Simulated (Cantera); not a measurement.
**(CH3)2SiCl2 + HCl + H2 + C2H2 (silicon carbide growth)**

A closed system holds: 1 mol (CH3)2SiCl2, 0.017 mol HCl, 1.3 mol H2, 0.067 mol C2H2, equilibrated at 10000 Pa.

Cantera equilibrium calculation (NASA polynomials, part measured and part estimated; ideal gas, pure solids and liquids). Candidate condensed phases: C, C6H6, C7H8, C8H18, Si, SiC; 109 gas species. The feed counts by its element totals alone. The tables' values for SiCl, SiCl3 are old estimates; treat these amounts as uncertain. Gases not in the tables: Si2H6 and higher silanes. Kinetics and transport are ignored.

| T (K) | x H2 | x HCl | x SiCl2 | x H | x Cl | n C(graphite) | n SiC(s) |
|---|---|---|---|---|---|---|---|
| 1475 | 0.639 | 0.353 | 0.00404 | 3.28e-5 | 1.47e-5 | 1.18 | 0.955 |
| 1575 | 0.637 | 0.354 | 0.00644 | 0.000105 | 4.63e-5 | 1.18 | 0.952 |
| 1675 | 0.638 | 0.351 | 0.00937 | 0.000293 | 0.000126 | 1.19 | 0.941 |
| 1775 | 0.640 | 0.345 | 0.0128 | 0.000732 | 0.000303 | 1.21 | 0.925 |
| 1875 | 0.642 | 0.338 | 0.0166 | 0.00166 | 0.000661 | 1.23 | 0.905 |
| 1975 | 0.644 | 0.329 | 0.0207 | 0.00347 | 0.00132 | 1.25 | 0.884 |
| 2075 | 0.645 | 0.319 | 0.0248 | 0.00677 | 0.00247 | 1.26 | 0.861 |
| 2175 | 0.644 | 0.307 | 0.0288 | 0.0124 | 0.00431 | 1.28 | 0.836 |
| 2275 | 0.639 | 0.294 | 0.0325 | 0.0215 | 0.00713 | 1.30 | 0.806 |
| 2375 | 0.629 | 0.279 | 0.0355 | 0.0354 | 0.0112 | 1.32 | 0.763 |
x: gas mole fraction; n: condensed amount in mol.

From 1475 K to 2375 K the condensed part is C(graphite) + SiC(s). The main Si-bearing gas is SiCl2 throughout. The share of Si in condensed phases is highest at 1475 K (95.5 %) and lowest at 2375 K (76.3 %).
